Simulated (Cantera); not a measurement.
An isothermal, constant-pressure homogeneous reactor starts with C2H6 : N2 = 1 : 92 (molar parts), at 1700 K and 9.75 Torr. Integrator tolerance rtol = 1e-08.

Detailed kinetics in Cantera: GRI-Mech 3.0 (53 species, 325 reactions). GRI-Mech 3.0 stops at C3 and has no aromatics, soot or wall deposition, so with more carbon than oxygen in the feed, carbon stays in small species such as C2H2 where larger ones or solid carbon would form. Radical loss at walls, strong at low pressure, is not modelled.

```csv
quantity,before,after
x(C2H6) at 4.00 s,1.24e-9 (gas-phase equilibrium <1e-12),7.63e-12 (gas-phase equilibrium <1e-12)
x(CH4) at 4.00 s,9.56e-5 (gas-phase equilibrium 1.67e-7),2.84e-6 (gas-phase equilibrium 4.77e-9)
x(C2H2) at 4.00 s,0.0104 (gas-phase equilibrium 0.00111),0.00243 (gas-phase equilibrium 7.04e-5)
x(H) at 4.00 s,0.000135 (gas-phase equilibrium 0.000188),8.25e-5 (gas-phase equilibrium 9.13e-5)
x(HCN) at 4.00 s,6.33e-5 (gas-phase equilibrium 0.0188),9.75e-5 (gas-phase equilibrium 0.00482)
x(CH2) at 4.00 s,8.18e-8 (gas-phase equilibrium 2.82e-10),1.60e-8 (gas-phase equilibrium 3.44e-11)
```

### Question
What was changed between the two runs?
A) temperature 1700 to 1973 K
B) temperature 1700 to 1800 K
C) N2 92 to 11 parts
D) C2H6 1 to 0.23 parts

### Answer
D, C2H6 1 to 0.23 parts
